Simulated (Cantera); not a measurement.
Input: 1 mol Si3N4, 0.24 mol N2, at 2700 K and 10.0 mbar.

Method: chemical equilibrium by Gibbs-energy minimisation in Cantera with the NASA 1993 tables (ideal gas, pure condensed phases). Candidate condensed phases: Si, Si3N4; 7 gas species. The tables' values for SiN are old estimates; treat these amounts as uncertain. Equilibrium is a limit: real reactors are often held back by kinetics, nucleation or transport.

Base state: Si 0.561, N2 0.429, Si2 0.00582, SiN 0.00280, Si2N 0.000648, Si3 0.000277, N 1.07e-5 (mole fractions); condensed: gas only.

Q: What changes in the equilibrium state with this change: N2 from 0.24 to 6.1 mol?

A: 
```tsv
species	before	after
N2	0.429	0.731
Si	0.561	0.266
SiN	0.00280	0.00173
Si2	0.00582	0.00131
Si3	0.000277	2.96e-5
Si2N	0.000648	0.000190
N	1.07e-5	1.39e-5
```
